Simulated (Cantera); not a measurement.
## TiCl4 + CH4 (titanium nitride, carbide and oxide coatings)

Input: 1 mol TiCl4, 1.5 mol CH4, equilibrated at 3100 Pa.

Equilibrium computed with Cantera from the NASA thermochemical tables; the gas is ideal and each condensed phase is pure. Candidate condensed phases: C, C6H6, C7H8, C8H18, Ti, TiC, TiCl2, TiCl3, TiCl4; 96 gas species. The tables' values for TiCl2 are old estimates; treat these amounts as uncertain. TiC: taken at fixed stoichiometry. Kinetics and transport are ignored.

From 1325 K to 2125 K the condensed part is C(graphite) + TiC(s). The main Ti-bearing gas is TiCl4 at 1325 K and TiCl3 at 2125 K. The share of Ti in condensed phases is highest at 2125 K (81.9 %) and lowest at 1325 K (47.7 %).

```tsv
T (K)	x HCl	x H2	x TiCl4	x TiCl3	x Cl	x H	n C(graphite)	n TiC(s)
1325	0.462	0.423	0.0680	0.0462	5.53e-6	6.04e-6	1.02	0.477
1425	0.529	0.376	0.0420	0.0523	2.74e-5	2.38e-5	0.942	0.558
1525	0.580	0.341	0.0249	0.0537	0.000107	7.84e-5	0.875	0.625
1625	0.618	0.315	0.0145	0.0516	0.000347	0.000225	0.820	0.680
1725	0.645	0.296	0.00842	0.0476	0.000969	0.000574	0.777	0.723
1825	0.665	0.281	0.00497	0.0427	0.00239	0.00133	0.742	0.757
1925	0.677	0.270	0.00297	0.0374	0.00532	0.00282	0.715	0.784
2025	0.682	0.262	0.00178	0.0321	0.0108	0.00559	0.694	0.804
2125	0.678	0.255	0.00106	0.0268	0.0203	0.0104	0.676	0.819
```
x: gas mole fraction; n: condensed amount in mol.
